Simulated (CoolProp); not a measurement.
Properties of dimethyl carbonate along the isobar 279 bar.

Computed with CoolProp (reference Helmholtz-energy equation of state, Zhou 2011).

```
T (°C)   phase       Z  cp (kJ/(kg K))  speed of sound (m/s)  Joule-Thomson coefficient (K/MPa)  isothermal compressibility (1/MPa)  fugacity coefficient
------  ------  ------  --------------  --------------------  ---------------------------------  ----------------------------------  --------------------
102.35  liquid  0.8087           1.934                  1048                            -0.2845                            0.001199               0.01155
106.35  liquid  0.8040           1.942                  1035                            -0.2805                            0.001232               0.01288
110.35  liquid  0.7995           1.950                  1023                            -0.2765                            0.001267               0.01431
114.35  liquid  0.7952           1.958                  1011                            -0.2724                            0.001302               0.01585
118.25  liquid  0.7911           1.967                 999.5                            -0.2682                            0.001338               0.01748
122.25  liquid  0.7870           1.975                 987.7                            -0.2639                            0.001376               0.01926
126.25  liquid  0.7830           1.983                 976.1                            -0.2596                            0.001416               0.02118
130.15  liquid  0.7792           1.992                 964.8                            -0.2552                            0.001455               0.02317
134.15  liquid  0.7755           2.000                 953.3                            -0.2507                            0.001497               0.02535
138.15  liquid  0.7719           2.009                 942.0                            -0.2460                            0.001540               0.02767
142.15  liquid  0.7685           2.017                 930.7                            -0.2413                            0.001585               0.03014
146.05  liquid  0.7652           2.025                 919.9                            -0.2366                            0.001630               0.03269
150.05  liquid  0.7620           2.034                 908.9                            -0.2317                            0.001678               0.03546
154.05  liquid  0.7588           2.042                 897.9                            -0.2266                            0.001727               0.03838
157.95  liquid  0.7559           2.051                 887.4                            -0.2216                            0.001777               0.04138
161.95  liquid  0.7530           2.059                 876.6                            -0.2164                            0.001830               0.04461
```
